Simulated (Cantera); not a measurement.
A closed system holds: 1 mol TEOS, a varied amount of H2O, equilibrated at 1523 K and 5.60 Pa.

These are equilibrium values from Cantera (NASA tables, ideal gas, pure condensed phases), not measurements of a reactor. Candidate condensed phases: C, C6H6, C7H8, C8H18, H2O, Si, SiC, SiO2; 123 gas species. The feed counts by its element totals alone. The tables hold silica as quartz up to 1696 K and as liquid above; real silica turns to tridymite and cristobalite and melts near 1996 K. The numbers say what is thermodynamically allowed, not how fast it happens.

Problem. Which condensed phases are stable at each of these points (n(H2O) (mol)): 3.1, 4, 5.1, 6.4, 8.2, 10, 13, 17, 21?

Solution. 
| n(H2O) (mol) | condensed phases | Si condensed (%) |
|---|---|---|
| 3.1 | SiC(s) | 95.0 |
| 4 | SiC(s) | 50.0 |
| 5.1 | SiO2(β-quartz) | 7.2 |
| 6.4 | SiO2(β-quartz) | 94.1 |
| 8.2 | SiO2(β-quartz) | 98.7 |
| 10 | SiO2(β-quartz) | 99.2 |
| 13 | SiO2(β-quartz) | 99.5 |
| 17 | SiO2(β-quartz) | 99.6 |
| 21 | SiO2(β-quartz) | 99.7 |

From 3.1 mol H2O to 4 mol H2O the condensed part is SiC(s). From 5.1 mol H2O to 21 mol H2O the condensed part is SiO2(β-quartz).
